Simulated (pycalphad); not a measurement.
All values are pycalphad results on the COST 507 light-alloy database (1999) (1 atm), not direct measurements. These are 1990s assessments: newer ones move some temperatures and phases. Phase fractions are per mole of atoms.

### Question
Give the equilibrium state of Si-22.1Mg (at.%) at 1050 K.

### Answer
```
T = 1050.00 K, P = 101325 Pa, N = 1 mol of atoms
G = -42424 J/mol, H = 11174 J/mol, S = 51.05 J/(mol K)  (SER reference)
chemical potentials (J/mol): Si -32780, Mg -76418
phase             fraction      x(Si)      x(Mg)
DIAMOND_A4          0.6685     1.0000       none
MG2SI               0.3315     0.3333     0.6667
```

### Question
Give the equilibrium state of Si-22.1Mg (at.%) at 1275 K.

### Answer
```
T = 1275.00 K, P = 101325 Pa, N = 1 mol of atoms
G = -55164 J/mol, H = 31328 J/mol, S = 67.84 J/(mol K)  (SER reference)
chemical potentials (J/mol): Si -44324, Mg -93371
phase             fraction      x(Si)      x(Mg)
LIQUID              0.5122     0.5685     0.4315
DIAMOND_A4          0.4878     1.0000       none
```

Database names, with the compositions (at.%) that they take in these runs: MG2SI: Mg 67 Si 33. DIAMOND_A4 is diamond (Si). An entry "none" or "no" means that the model of the phase leaves that element out.
